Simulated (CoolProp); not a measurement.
Values from CoolProp's reference Helmholtz-energy equation of state, Schroeder 2014.

Task: Give the vapour pressure (MPa), vapour density (kg/m³), liquid cp (kJ/(kg K)), surface tension (mN/m) of saturated ethanol at 378.3 K.

Result: 
```csv
T (K),p (MPa),vapour density (kg/m³),liquid cp (kJ/(kg K)),surface tension (mN/m)
378.3,0.267,4.16,3.24,14.1
```

Surface tension comes from a separate correlation (Mulero 2012).
